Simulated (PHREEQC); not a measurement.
Solution (25 °C): 3.8 mmol/kgw Ni(NO3)2. Closed to the air; pH follows from the charge balance.

Equilibrium calculation in PHREEQC: ion-association model, wateq4f.dat.

No solid was allowed to form.

What pH does the model give?

pH 6.22.

Complexes and solids missing from the database can't appear.
